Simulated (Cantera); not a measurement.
A perfectly stirred reactor is fed with 36.4 % H₂, 24.2 % O₂, 38.8 % N₂, 0.630 % H₂O, equivalence ratio 0.75, at 0.133 bar; it is held at 1198 K, and followed from long to short residence time.

Cantera simulation using GRI-Mech 3.0 (53 species, 325 reactions); the numbers are that mechanism's predictions, not measurements. The temperature is held fixed by assumption; the heat of reaction is taken as removed at once.

x: mole fraction; the columns are a selection and need not sum to one.

```tsv
τ (s)	x H₂	x O₂	x H	x N₂O	x NO	x H₂O
0.52	0.000996	0.0742	?	7.12e-8	1.82e-7	0.450
0.29	0.00146	0.0744	?	6.08e-8	2.26e-7	0.449
0.16	0.00214	0.0746	?	5.14e-8	3.01e-7	0.448
0.093	0.00302	0.0749	?	4.39e-8	4.04e-7	0.447
0.052	0.00436	0.0754	?	3.69e-8	5.65e-7	0.445
0.030	0.00611	0.0761	?	3.12e-8	7.77e-7	0.441
0.017	0.00861	0.0772	?	2.62e-8	1.07e-6	0.437
0.0094	0.0122	0.0788	?	2.18e-8	1.48e-6	0.430
0.0053	0.0168	0.0810	?	1.82e-8	1.96e-6	0.420
```

Task: Some entries are withheld; supply them.

Result: 
- 0.52, x H: 0.000121
- 0.29, x H: 0.000216
- 0.16, x H: 0.000390
- 0.093, x H: 0.000666
- 0.052, x H: 0.00118
- 0.030, x H: 0.00200
- 0.017, x H: 0.00344
- 0.0094, x H: 0.00595
- 0.0053, x H: 0.00994
